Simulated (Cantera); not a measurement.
NO annealing gas

An isothermal, constant-pressure homogeneous reactor starts with 32.3 % NO, 67.7 % N2, at 1625 K and 518 Torr.

Detailed kinetics in Cantera: GRI-Mech 3.0 (53 species, 325 reactions).

| t (s) | x NO | x NO2 | x N2 | x O | x N2O |
|---|---|---|---|---|---|
| 3.00e-5 | 0.323 | 2.72e-8 | 0.677 | 6.07e-8 | 8.76e-8 |
| 0.000127 | 0.323 | 2.63e-7 | 0.677 | 1.09e-7 | 3.68e-7 |
| 0.000533 | 0.323 | 1.46e-6 | 0.677 | 1.29e-7 | 1.53e-6 |
| 0.00225 | 0.323 | 6.86e-6 | 0.677 | 1.99e-7 | 6.05e-6 |
| 0.00949 | 0.323 | 3.28e-5 | 0.677 | 5.04e-7 | 1.98e-5 |
| 0.0400 | 0.322 | 9.88e-5 | 0.678 | 1.18e-6 | 3.65e-5 |
| 0.169 | 0.321 | 0.000115 | 0.678 | 1.35e-6 | 3.80e-5 |
| 0.711 | 0.318 | 0.000141 | 0.680 | 1.65e-6 | 3.72e-5 |
| 3.00 | 0.305 | 0.000212 | 0.686 | 2.50e-6 | 3.42e-5 |
x: mole fraction; the columns are a selection and need not sum to one.

Equilibrium at this temperature and pressure: NO 0.00195, NO2 5.31e-6, N2 0.838, O 9.44e-6, N2O 9.90e-8 (gas phase only).
